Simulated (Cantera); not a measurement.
Input: 1 mol Pb, 1 mol NH₃, 2.5 mol N₂, equilibrated at 925 K and 0.133 bar.

Method: chemical equilibrium by Gibbs-energy minimisation in Cantera with the NASA 1993 tables (ideal gas, pure condensed phases). Candidate condensed phases: Pb; 11 gas species. Rates play no part.

Base state: N₂ 0.667, H₂ 0.333, NH₃ 2.08e-5, Pb 2.00e-5 (mole fractions); condensed: Pb(l).

What changes in the equilibrium state with this change: temperature from 925 K to 1648 K?


```tsv
species	before	after
N₂	0.667	0.545
H₂	0.333	0.273
Pb	2.00e-5	0.182
H	<1e-9	0.000127
Pb₂	<1e-9	4.82e-5
NH₃	2.08e-5	5.79e-7
Pb(l), mol	1.000	0
```
